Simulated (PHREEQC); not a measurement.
Synthetic water in mg/kgw, 25 °C, pH 5.87, pe 12.1:

```
constituent         mg/kgw
------------------  ------
Na                    4.25
K                   0.0881
Ca                    2.83
Mg                    4.64
Cl                    9.71
S(6) as SO4           14.2
Alkalinity as HCO3    7.86
Pb                    1.35
Zn                   0.794
Cu(2)                 0.18
```

Valence states are taken as typed.

Model: ion-association model, wateq4f.dat, run in PHREEQC.

Precipitation was switched off in this run.

Q: Estimate the charge-balance error.

A: charge-balance error 3.8 %.

Q: In which forms is C present?

A: CO2 74 %, HCO3- 25 % of the C.
